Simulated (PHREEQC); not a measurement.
## Reverse-osmosis reject

A made-up water analysis in mg/kgw, 51 °C, pH 6.69:

```
constituent         mg/kgw
------------------  ------
Na                    2480
K                      173
Ca                     340
Mg                    62.6
Cl                    4620
S(6) as SO4            155
Alkalinity as HCO3    8.19
Si as SiO2            86.7
```

Cl is adjusted to close the charge balance.
Valence states are taken as typed.

Model: Pitzer model, pitzer.dat, run in PHREEQC.

Precipitation was switched off in this run.

Question: What specific conductance, density does the model give?

Answer: specific conductance 22500 µS/cm; density 0.993 g/cm³.

Question: In which forms is C present?

Answer: HCO3- 77 %, CO2 23 % of the C.

At this temperature some constants are extrapolated from 25 °C, and those without enthalpy data are left unchanged.
